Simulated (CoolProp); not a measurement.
CHF3 (R23) along the isotherm -58.55 °C: Z from the reference equation and from simpler models built on Tc = 26.1 °C, pc = 4.832 MPa, ω = 0.263; each cubic takes its own stable root.

Computed with CoolProp (reference Helmholtz-energy equation of state, Penoncello 2003).

| p (MPa) | phase | reference |
|---|---|---|
| 0.453 | liquid | 0.01314 |
| 0.906 | liquid | 0.02625 |
| 1.36 | liquid | 0.03936 |
| 1.81 | liquid | 0.05232 |
| 2.26 | liquid | 0.06525 |
| 2.72 | liquid | 0.07844 |
| 3.17 | liquid | 0.09131 |
| 3.62 | liquid | 0.1042 |
| 4.08 | liquid | 0.1173 |
| 4.53 | liquid | 0.1300 |
| 4.98 | liquid | 0.1428 |
| 5.44 | liquid | 0.1558 |
| 5.89 | liquid | 0.1685 |
| 6.34 | liquid | 0.1812 |
| 6.79 | liquid | 0.1939 |
| 7.25 | liquid | 0.2068 |

Q: How far does each simpler model (van der Waals, Redlich-Kwong, Soave-Redlich-Kwong, Peng-Robinson) lie from the reference over these 16 states: mean and median of the absolute difference, and the worst?

A: 
- van der Waals: mean 701.9 %, median 73.9 %, worst +7019.5 % at -58.55 °C and 0.453 MPa
- Redlich-Kwong: mean 448.0 %, median 21.4 %, worst +6848.2 % at -58.55 °C and 0.453 MPa
- Soave-Redlich-Kwong: mean 16.8 %, median 16.8 %, worst +17.4 % at -58.55 °C and 0.453 MPa
- Peng-Robinson: mean 3.3 %, median 3.3 %, worst +3.6 % at -58.55 °C and 0.453 MPa

At some of these states van der Waals, Redlich-Kwong gives the other phase, because its saturation line lies elsewhere.
